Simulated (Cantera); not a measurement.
A Cantera script and what it prints.

```python
import numpy as np
import cantera as ct

gas_names = """
    BF3 NO2 F2 O
""".split()
cond_names = """
    BN(s)
""".split()


# ... load() reads the species with a 1 bar reference pressure and builds the phases ...
species = {s.name: s for s in load("nasa_gas.yaml", gas_names) + load("nasa_condensed.yaml", cond_names)}
# Each term lists the table entries of one substance; the one whose range holds T is used.
reactions = {
    '2 BF3(g) + 2 NO2(g) = 2 BN + 3 F2(g) + 4 O(g)':
        [(-2, ['BF3']), (-2, ['NO2']), (2, ['BN(s)']), (3, ['F2']), (4, ['O'])],
}


def pick(names, T):
    return next(species[n] for n in names if species[n].thermo.min_temp <= T <= species[n].thermo.max_temp)


results = []
for label, terms in reactions.items():
    print(label)
    print("     T/K   dH/kJ  dS/(J/K)   dG/kJ   log10 K")
    for T in [1548, 1698, 1848, 1998, 2148, 2298, 2448, 2598, 2748]:
        used = [(nu, pick(names, T)) for nu, names in terms]
        dH = sum(nu * s.thermo.h(T) for nu, s in used) / 1e6
        dS = sum(nu * s.thermo.s(T) for nu, s in used) / 1e3
        dG = dH - T * dS / 1e3
        logK = -dG * 1e6 / (ct.gas_constant * T * np.log(10))
        results.append((label, T, dH, dS, dG, logK, [s.name for _, s in used]))
        print(f"{T:8g} {dH:8.1f} {dS:8.1f} {dG:8.1f} {logK:8.2f}")
```

Output:

```
2 BF3(g) + 2 NO2(g) = 2 BN + 3 F2(g) + 4 O(g)
     T/K   dH/kJ  dS/(J/K)   dG/kJ   log10 K
    1548   2734.8    346.9   2197.8   -74.16
    1698   2738.3    349.0   2145.6   -66.00
    1848   2741.6    350.9   2093.1   -59.16
    1998   2744.8    352.6   2040.4   -53.34
    2148   2747.7    354.0   1987.4   -48.33
    2298   2750.4    355.2   1934.2   -43.96
    2448   2752.9    356.2   1880.8   -40.13
    2598   2755.1    357.1   1827.3   -36.74
    2748   2757.1    357.9   1773.7   -33.71
```

Source: NASA polynomial tables (part measured, part estimated), evaluated in Cantera. Condensed species are held in their standard states even where they would react or evaporate.
